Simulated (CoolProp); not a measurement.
Vapour pressure (MPa) of R142b: the reference equation beside estimates from Tc = 410.3 K, pc = 4.055 MPa, ω = 0.232. Clausius-Clapeyron is anchored at 287.7 K with a constant enthalpy of vaporisation of 21.00 kJ/mol.

Model: reference Helmholtz-energy equation of state, Lemmon 2006, in CoolProp. It is a short technical equation, of lower accuracy than the large ones.

```
T (K)  reference  Lee-Kesler  Clausius-Clapeyron  Peng-Robinson
-----  ---------  ----------  ------------------  -------------
273.8     0.1482      0.1475              0.1548         0.1479
280.7     0.1902      0.1898              0.1942         0.1897
287.7     0.2418      0.2418              0.2418         0.2408
294.6     0.3024      0.3030              0.2970         0.3010
301.6     0.3751      0.3762              0.3624         0.3733
308.6     0.4602      0.4621              0.4382         0.4581
315.5     0.5575      0.5601              0.5242         0.5552
322.5     0.6711      0.6745              0.6236         0.6689
329.4     0.7992      0.8032              0.7349         0.7973
336.4     0.9467      0.9513              0.8620         0.9457
```

Absolute difference from the reference over all 10 rows, mean and median: Lee-Kesler 0.4 and 0.4 %, Clausius-Clapeyron 4.7 and 4.6 %, Peng-Robinson 0.3 and 0.4 %.
